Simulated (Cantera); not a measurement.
An isothermal, constant-pressure homogeneous reactor starts with CH4 : H2 = 1 : 63 (molar parts), at 1750 K and 0.0128 atm. Integrator tolerance rtol = 1e-08.

Computed with Cantera and GRI-Mech 3.0 (53 species, 325 reactions). GRI-Mech 3.0 stops at C3 and has no aromatics, soot or wall deposition, so with more carbon than oxygen in the feed, carbon stays in small species such as C2H2 where larger ones or solid carbon would form. Radical loss at walls, strong at low pressure, is not modelled.

Q: What does this change do: temperature 1750 to 1600 K?

A: 
```json
[
 {"quantity": "x(CH4) at 10.0 s", "before": "0.000687 (gas-phase equilibrium 9.46e-5)", "after": "0.00732 (gas-phase equilibrium 0.000343)"},
 {"quantity": "x(H2) at 10.0 s", "before": "0.990 (gas-phase equilibrium 0.990)", "after": "0.988 (gas-phase equilibrium 0.992)"},
 {"quantity": "x(C2H2) at 10.0 s", "before": "0.00733 (gas-phase equilibrium 0.00763)", "after": "0.00405 (gas-phase equilibrium 0.00751)"},
 {"quantity": "x(C2H4) at 10.0 s", "before": "3.21e-6 (gas-phase equilibrium 3.26e-6)", "after": "9.13e-6 (gas-phase equilibrium 1.07e-5)"},
 {"quantity": "x(CH2) at 10.0 s", "before": "6.20e-8 (gas-phase equilibrium 8.80e-9)", "after": "2.76e-8 (gas-phase equilibrium 1.51e-9)"},
 {"quantity": "x(C2H) at 10.0 s", "before": "1.05e-7 (gas-phase equilibrium 1.11e-7)", "after": "6.15e-9 (gas-phase equilibrium 1.22e-8)"}
]
```

Q: What does this change do: 2.9 parts H2O added?

A: 
```json
[
 {"quantity": "x(CH4) at 10.0 s", "before": "0.000687 (gas-phase equilibrium 9.46e-5)", "after": "0.00135 (gas-phase equilibrium 2.55e-11)"},
 {"quantity": "x(H2) at 10.0 s", "before": "0.990 (gas-phase equilibrium 0.990)", "after": "0.950 (gas-phase equilibrium 0.956)"},
 {"quantity": "x(C2H2) at 10.0 s", "before": "0.00733 (gas-phase equilibrium 0.00763)", "after": "0.00380 (gas-phase equilibrium <1e-12)"},
 {"quantity": "x(C2H4) at 10.0 s", "before": "3.21e-6 (gas-phase equilibrium 3.26e-6)", "after": "1.86e-6 (gas-phase equilibrium <1e-12)"},
 {"quantity": "x(CH2) at 10.0 s", "before": "6.20e-8 (gas-phase equilibrium 8.80e-9)", "after": "1.20e-7 (gas-phase equilibrium <1e-12)"},
 {"quantity": "x(C2H) at 10.0 s", "before": "1.05e-7 (gas-phase equilibrium 1.11e-7)", "after": "5.38e-8 (gas-phase equilibrium <1e-12)"}
]
```
